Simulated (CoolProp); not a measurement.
The numbers come from the reference Helmholtz-energy equation of state, Lemmon 2006 in CoolProp. It is a short technical equation, of lower accuracy than the large ones.

### Question
For C3F8 (R218), give the phase and the cp (kJ/(kg K)), cv (kJ/(kg K)) at 248.7 K and 5080 kPa.

### Answer
- 248.7 K and 5080 kPa: liquid; cp 0.986, cv 0.707
